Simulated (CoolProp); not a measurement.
The numbers come from the reference Helmholtz-energy equation of state, Lemmon 2003 in CoolProp. It is a pseudo-pure fit of the blend.

Problem. For R410A, give the phase and the density (kg/m³), cp (kJ/(kg K)), cv (kJ/(kg K)), speed of sound (m/s) at 105.15 °C and 2.94 MPa; 105.15 °C and 5.15 MPa.

Solution. 
- 105.15 °C and 2.94 MPa: gas; density 81.9, cp 1.17, cv 0.890, speed of sound 196
- 105.15 °C and 5.15 MPa: supercritical; density 176, cp 1.59, cv 0.961, speed of sound 174
